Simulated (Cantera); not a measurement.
An isothermal, constant-pressure homogeneous reactor starts with CH4 : CO2 : H2 = 1 : 1 : 0.42 (molar parts), at 2100 K and 2.20 bar. Integrator tolerance rtol = 1e-08.

Model: GRI-Mech 3.0 (53 species, 325 reactions), integrated in Cantera.

Question: What does this change do: temperature 2100 to 1500 K?

Answer: 
```
quantity                                               before                                     after
------------------  -----------------------------------------  ----------------------------------------
x(CH4) at 1.00 s     0.000183 (gas-phase equilibrium 5.93e-5)    0.0983 (gas-phase equilibrium 0.00142)
x(CO2) at 1.00 s     0.000158 (gas-phase equilibrium 2.62e-5)   0.0958 (gas-phase equilibrium 0.000346)
x(H2) at 1.00 s           0.545 (gas-phase equilibrium 0.546)       0.250 (gas-phase equilibrium 0.545)
x(CO) at 1.00 s           0.451 (gas-phase equilibrium 0.452)       0.239 (gas-phase equilibrium 0.452)
x(H2O) at 1.00 s    0.000941 (gas-phase equilibrium 0.000157)     0.212 (gas-phase equilibrium 0.00108)
x(CH2CO) at 1.00 s    9.04e-8 (gas-phase equilibrium 2.85e-8)   2.82e-5 (gas-phase equilibrium 2.21e-8)
x(OH) at 1.00 s       3.21e-7 (gas-phase equilibrium 5.33e-8)  1.35e-7 (gas-phase equilibrium 4.99e-10)
```

Question: What does this change do: temperature 2100 to 1300 K?

Answer: 
```csv
quantity,before,after
x(CH4) at 1.00 s,0.000183 (gas-phase equilibrium 5.93e-5),0.406 (gas-phase equilibrium 0.00591)
x(CO2) at 1.00 s,0.000158 (gas-phase equilibrium 2.62e-5),0.403 (gas-phase equilibrium 0.00190)
x(H2) at 1.00 s,0.545 (gas-phase equilibrium 0.546),0.170 (gas-phase equilibrium 0.538)
x(CO) at 1.00 s,0.451 (gas-phase equilibrium 0.452),0.00854 (gas-phase equilibrium 0.450)
x(H2O) at 1.00 s,0.000941 (gas-phase equilibrium 0.000157),0.00853 (gas-phase equilibrium 0.00401)
x(CH2CO) at 1.00 s,9.04e-8 (gas-phase equilibrium 2.85e-8),4.52e-8 (gas-phase equilibrium 1.46e-8)
x(OH) at 1.00 s,3.21e-7 (gas-phase equilibrium 5.33e-8),3.54e-10 (gas-phase equilibrium 5.36e-11)
```
